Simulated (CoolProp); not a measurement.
Vapour-liquid equilibrium of R114 (1) + benzene (2) at 0.332 MPa; x and y are mole fractions of (1).

Values from CoolProp's multi-fluid Helmholtz-energy mixture model, Platzer 1990 and Thol 2012; pair parameters Bell 2016. This equation is an older, rougher fit; its heat capacities, sound speeds and derivatives of the liquid may be far off and weren't checked against measurements.

```json
[
 {"x": "0.05", "bubble temperature, mixture model (K)": "376.2", "bubble temperature, Raoult's law (K)": "386.2", "y, mixture model": "0.418", "y, Raoult's law": "0.276"},
 {"x": "0.2", "bubble temperature, mixture model (K)": "344.2", "bubble temperature, Raoult's law (K)": "362.1", "y, mixture model": "0.791", "y, Raoult's law": "0.681"},
 {"x": "0.35", "bubble temperature, mixture model (K)": "332.6", "bubble temperature, Raoult's law (K)": "346.3", "y, mixture model": "0.872", "y, Raoult's law": "0.840"},
 {"x": "0.5", "bubble temperature, mixture model (K)": "326.6", "bubble temperature, Raoult's law (K)": "335.1", "y, mixture model": "0.908", "y, Raoult's law": "0.916"},
 {"x": "0.65", "bubble temperature, mixture model (K)": "322.2", "bubble temperature, Raoult's law (K)": "326.5", "y, mixture model": "0.933", "y, Raoult's law": "0.957"},
 {"x": "0.8", "bubble temperature, mixture model (K)": "318.1", "bubble temperature, Raoult's law (K)": "319.7", "y, mixture model": "0.959", "y, Raoult's law": "0.981"},
 {"x": "0.95", "bubble temperature, mixture model (K)": "313.9", "bubble temperature, Raoult's law (K)": "314.1", "y, mixture model": "0.988", "y, Raoult's law": "0.996"}
]
```

The largest gap from Raoult's law is -17.9 K in bubble temperature, at x = 0.2. No azeotrope shows between x = 0.05 and 0.95.

The pair parameters rest on a limited set of measurements; away from them the model extrapolates. With so large a gap from Raoult's law the liquid may split in two, which this calculation doesn't test in full.
